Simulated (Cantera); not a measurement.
Feed: 1 mol Cr, 0.12 mol NH3, 31 mol N2, at 2500 K and 4.90 Pa.

Cantera equilibrium calculation (NASA polynomials, part measured and part estimated; ideal gas, pure solids and liquids). Candidate condensed phases: Cr, CrN, Cr2N; 11 gas species. The numbers say what is thermodynamically allowed, not how fast it happens.

Q: What is the equilibrium state?

A: 
```
Quantity                              Value
--------------------------------  ---------
x(N2)                                 0.958
x(Cr)                                0.0308
x(H)                                 0.0111
x(N)                                4.09e-5
x(H2)                               9.53e-6
gas amount                        32.42 mol
log10 activity of Cr(l) (absent)      -4.73
```
